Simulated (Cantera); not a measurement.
**Pyrogenic steam for wet oxidation**

An isothermal, constant-pressure homogeneous reactor starts with H2 : O2 : N2 = 1.4 : 1 : 13 (molar parts), equivalence ratio 0.70, at 950 K and 0.840 bar.

Cantera simulation using GRI-Mech 3.0 (53 species, 325 reactions); the numbers are that mechanism's predictions, not measurements. The temperature is held fixed by assumption; the heat of reaction is taken as removed at once.

```csv
t (s),x H2,x O2,x NO2,x H2O2,x O,x N2O,x NO
4.00e-5,0.0909,0.0649,<1e-12,<1e-12,3.53e-12,<1e-12,<1e-12
0.000155,0.0909,0.0649,<1e-12,<1e-12,1.86e-11,<1e-12,<1e-12
0.000599,0.0909,0.0649,<1e-12,5.61e-11,1.86e-10,<1e-12,<1e-12
0.00232,0.0909,0.0649,<1e-12,1.59e-7,1.57e-7,2.18e-12,<1e-12
0.00896,0.0211,0.0307,4.26e-8,2.46e-5,7.63e-8,1.03e-8,3.46e-8
0.0346,0.0205,0.0304,3.29e-8,5.58e-5,1.78e-7,1.05e-8,4.42e-8
0.134,0.0161,0.0283,3.03e-8,6.93e-5,2.30e-7,1.23e-8,4.69e-8
0.518,0.00668,0.0237,3.91e-8,3.93e-5,1.71e-7,1.83e-8,3.84e-8
2.00,0.000523,0.0207,6.34e-8,3.49e-6,3.83e-8,2.99e-8,1.44e-8
7.76,3.26e-5,0.0204,7.53e-8,4.49e-8,8.30e-10,3.33e-8,2.46e-9
30.0,3.60e-6,0.0204,7.64e-8,1.18e-9,3.22e-11,3.31e-8,1.35e-9
```
x: mole fraction; the columns are a selection and need not sum to one.

Equilibrium at this temperature and pressure: H2 1.33e-11, O2 0.0204, NO2 1.29e-7, H2O2 1.79e-11, O 4.99e-12, N2O 4.91e-10, NO 5.82e-6 (gas phase only).
